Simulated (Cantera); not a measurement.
Equilibrium for silicon nitride deposition: SiH4 + NH3

Input: 1 mol SiH4, 36 mol NH3.

These are equilibrium values from Cantera (NASA tables, ideal gas, pure condensed phases), not measurements of a reactor. Candidate condensed phases: Si, Si3N4; 18 gas species. Rates play no part.

Stable condensed phases:

```
T in K \ P in Pa
              5     13     36     98    260    710   1900   5100  14000  37000 100000
   1975       A      A      A      A      A      B      B      B      B      B      C
   1875       A      A      A      B      B      B      B      B      C      C      C
   1775       A      A      B      B      B      B      B      C      C      C      C
   1675       B      B      B      B      B      C      C      C      C      C      C
   1575       B      B      B      C      C      C      C      C      C      C      C
   1475       B      C      C      C      C      C      C      C      C      C      C
   1375       C      C      C      C      C      C      C      C      C      C      C
   1275       C      C      C      C      C      C      C      C      C      C      C
   1175       C      C      C      C      C      C      C      C      C      C      C
   1075       C      C      C      C      C      C      C      C      C      C      C
    975       C      C      C      C      C      C      C      C      C      C      C
    875       C      C      C      C      C      C      C      C      C      C      C
```

A: gas only; B: Si; C: Si3N4.
